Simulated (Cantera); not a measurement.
What does this Cantera script print?

```python
import numpy as np
import cantera as ct

gas_names = [...]  # 169 gases of nasa_gas.yaml made of C, H, N, O
cond_names = """
    C(gr) C6H6(L) C7H8(L) C8H18(L),n-octa H2O(s) H2O(L)
""".split()


# ... load() reads the species with a 1 bar reference pressure and builds the phases ...
atoms = {
    'C2H2': {'C': 2, 'H': 2},
    'NH3': {'N': 1, 'H': 3},
    'O2': {'O': 2},
}
top_T = {'C(gr)': 4500}  # K; cautious upper limits of use, not melting points


# ... equilibrate(T, P, feed) seeds the gas with the atoms and calls Mixture.equilibrate('TP', solver="vcs", rtol=1e-11, max_steps=5000) ...
results = []
feed = {'C2H2': 1, 'NH3': 0.016, 'O2': 0.82}  # mol
P = 20  # Pa
for T in [3000, 3500, 4000, 4500, 5000]:
    mix = equilibrate(T, P, feed)
    results.append((T, P, feed, dict(zip(mix.species_names, mix.species_moles))))

top = {s: max(r[3][s] / sum(r[3][g] for g in gas_names) for r in results) for s in gas_names}
cols = sorted((s for s in top if top[s] > 0.0001), key=lambda s: -top[s])[:6]
seen = [c for c in cond_names if any(r[3].get(c, 0) > 1e-12 for r in results)]
print("log10 of partial pressures in bar; condensed amounts in mol")
print(f"{'T/K':>10s}" + "".join(f"{s[:9]:>10s}" for s in cols + seen))
for T, P, feed, n in results:
    ng = sum(n[g] for g in gas_names)
    print(f"{T:10.4g}" + "".join(f"{np.log10(max(n[s] / ng * P / 1e5, 1e-99)):10.3f}" for s in cols)
          + "".join(f"{n.get(c, 0):10.4g}" for c in seen))
```

Output:

```
log10 of partial pressures in bar; condensed amounts in mol
       T/K         H        CO         C         O        C3        C2
      3000    -3.987    -4.080    -5.023   -10.703    -5.688    -5.954
      3500    -3.996    -4.092    -4.759    -8.249    -8.230    -6.949
      4000    -3.998    -4.097    -4.739    -6.222   -10.674    -8.052
      4500    -4.024    -4.196    -4.542    -4.917   -12.033    -8.548
      5000    -4.099    -4.658    -4.257    -4.380   -12.738    -8.691
```

Cantera equilibrium calculation (NASA polynomials, part measured and part estimated; ideal gas, pure solids and liquids).
